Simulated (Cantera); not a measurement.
A perfectly stirred reactor is fed with CO : O2 : H2O : N2 = 0.0084 : 0.082 : 0.00041 : 1 (molar parts), at 0.510 bar; it is held at 1225 K, and followed from long to short residence time.

Computed with Cantera and GRI-Mech 3.0 (53 species, 325 reactions).

**Question.** What does this change do: O2 0.082 to 0.23 parts?

**Answer.** 
```json
[
 {"quantity": "x(CO) at τ = 9.40 s", "before": "0.000103", "after": "9.65e-5"},
 {"quantity": "x(O2) at τ = 9.40 s", "before": "0.0716", "after": "0.183"},
 {"quantity": "x(H2O) at τ = 9.40 s", "before": "0.000374", "after": "0.000329"},
 {"quantity": "x(NO) at τ = 9.40 s", "before": "2.44e-6", "after": "2.10e-6"},
 {"quantity": "x(H2) at τ = 9.40 s", "before": "4.84e-8", "after": "1.63e-8"},
 {"quantity": "x(CO) at τ = 85.0 ms", "before": "0.00207", "after": "0.00192"},
 {"quantity": "x(O2) at τ = 85.0 ms", "before": "0.0724", "after": "0.184"},
 {"quantity": "x(H2O) at τ = 85.0 ms", "before": "0.000362", "after": "0.000320"},
 {"quantity": "x(NO) at τ = 85.0 ms", "before": "3.49e-7", "after": "2.77e-7"},
 {"quantity": "x(H2) at τ = 85.0 ms", "before": "1.11e-6", "after": "3.73e-7"}
]
```

**Question.** What does this change do: temperature 1225 to 950 K?

**Answer.** 
| quantity | before | after |
|---|---|---|
| x(CO) at τ = 9.40 s | 0.000103 | 0.00583 |
| x(O2) at τ = 9.40 s | 0.0716 | 0.0743 |
| x(H2O) at τ = 9.40 s | 0.000374 | 0.000375 |
| x(NO) at τ = 9.40 s | 2.44e-6 | 5.89e-10 |
| x(H2) at τ = 9.40 s | 4.84e-8 | 8.36e-7 |
| x(CO) at τ = 85.0 ms | 0.00207 | 0.00770 |
| x(O2) at τ = 85.0 ms | 0.0724 | 0.0752 |
| x(H2O) at τ = 85.0 ms | 0.000362 | 0.000376 |
| x(NO) at τ = 85.0 ms | 3.49e-7 | <1e-12 |
| x(H2) at τ = 85.0 ms | 1.11e-6 | 1.80e-12 |
